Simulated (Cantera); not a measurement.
An adiabatic, constant-pressure homogeneous reactor starts with CO : H2 : CH4 : O2 : N2 : H2O = 1 : 0.049 : 0.091 : 0.336 : 1.26 : 0.57 (molar parts), equivalence ratio 2.1, at 1750 K and 1.97 atm. Integrator tolerance rtol = 1e-08.

Computed with Cantera and GRI-Mech 3.0 (53 species, 325 reactions).

Task: What does this change do: pressure from 1.97 atm to 4.93 atm?

Result: 
```
quantity                                                            before                                      after
---------------------------------  ---------------------------------------  -----------------------------------------
time of steepest temperature rise                                  36.7 µs                                    17.8 µs
temperature at 0.100 s                                              2724 K                                     2773 K
equilibrium temperature                                             2724 K                                     2773 K
x(CO) at 0.100 s                       0.201 (gas-phase equilibrium 0.201)        0.200 (gas-phase equilibrium 0.200)
x(H2) at 0.100 s                     0.0419 (gas-phase equilibrium 0.0419)      0.0410 (gas-phase equilibrium 0.0410)
x(CH4) at 0.100 s                    <1e-12 (gas-phase equilibrium <1e-12)  1.93e-12 (gas-phase equilibrium 2.26e-12)
x(C2H6) at 0.100 s                   <1e-12 (gas-phase equilibrium <1e-12)      <1e-12 (gas-phase equilibrium <1e-12)
x(HCO) at 0.100 s                  3.81e-7 (gas-phase equilibrium 3.81e-7)    6.66e-7 (gas-phase equilibrium 6.66e-7)
x(H) at 0.100 s                    0.00906 (gas-phase equilibrium 0.00906)    0.00678 (gas-phase equilibrium 0.00678)
```

Task: What does this change do: pressure from 1.97 atm to 9.87 atm?

Result: 
| quantity | before | after |
|---|---|---|
| time of steepest temperature rise | 36.7 µs | 10.7 µs |
| temperature at 0.100 s | 2724 K | 2805 K |
| equilibrium temperature | 2724 K | 2805 K |
| x(CO) at 0.100 s | 0.201 (gas-phase equilibrium 0.201) | 0.199 (gas-phase equilibrium 0.199) |
| x(H2) at 0.100 s | 0.0419 (gas-phase equilibrium 0.0419) | 0.0405 (gas-phase equilibrium 0.0405) |
| x(CH4) at 0.100 s | <1e-12 (gas-phase equilibrium <1e-12) | 6.69e-12 (gas-phase equilibrium 7.73e-12) |
| x(C2H6) at 0.100 s | <1e-12 (gas-phase equilibrium <1e-12) | <1e-12 (gas-phase equilibrium <1e-12) |
| x(HCO) at 0.100 s | 3.81e-7 (gas-phase equilibrium 3.81e-7) | 1.00e-6 (gas-phase equilibrium 1.00e-6) |
| x(H) at 0.100 s | 0.00906 (gas-phase equilibrium 0.00906) | 0.00533 (gas-phase equilibrium 0.00533) |
